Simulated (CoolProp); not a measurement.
Properties of R134a at several states (Tc = 374.2 K, pc = 40.59 bar, ω = 0.327).

Model: reference Helmholtz-energy equation of state, Tillner-Roth 1994, in CoolProp.

```
T (K)  p (bar)   phase  density (kg/m³)  cp (kJ/(kg K))  isothermal compressibility (1/MPa)  Prandtl number  fugacity coefficient
-----  -------  ------  ---------------  --------------  ----------------------------------  --------------  --------------------
238.5      121  liquid             1429           1.240                            0.001432               ?              0.008345
348       93.5  liquid             1071           1.521                            0.009145               ?                0.2359
267.8      1.6     gas            7.716          0.8320                                   ?           0.800                0.9526
```

Question: Complete the blanks.

Answer: 
- 238.5, Prandtl number: 5.34
- 348, Prandtl number: 2.86
- 267.8, isothermal compressibility (1/MPa): 6.597

Viscosity comes from a separate model (Huber 2003), an estimate that may be off by 10 % or more. Thermal conductivity comes from a separate model (McLinden 2000), an estimate that may be off by 10 % or more.
